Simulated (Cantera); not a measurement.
## Gas-phase reforming

A perfectly stirred reactor is fed with 50.0 % CH4, 50.0 % CO2, at 500000 Pa; it is held at 1875 K, and followed from long to short residence time.

Computed with Cantera and GRI-Mech 3.0 (53 species, 325 reactions).

```
τ (s)     x CH4    x CO2     x OH    x HCO    x CH2    x C2H
------  -------  -------  -------  -------  -------  -------
6.3     0.00566  0.00416  5.51e-7  2.40e-7  2.61e-8  3.68e-8
2.2     0.00793  0.00690  9.10e-7  2.33e-7  3.94e-8  6.43e-8
0.79     0.0111   0.0112  1.47e-6  2.22e-7  6.23e-8  1.09e-7
0.28     0.0159   0.0183  2.35e-6  2.06e-7  1.05e-7  1.80e-7
0.098    0.0230   0.0296  3.67e-6  1.85e-7  1.85e-7  2.88e-7
0.035    0.0334   0.0470  5.37e-6  1.59e-7  3.22e-7  4.35e-7
0.012    0.0504   0.0769  7.23e-6  1.32e-7  5.38e-7  6.09e-7
0.0043   0.0785    0.127  8.08e-6  1.12e-7  7.67e-7  7.27e-7
```
x: mole fraction; the columns are a selection and need not sum to one.
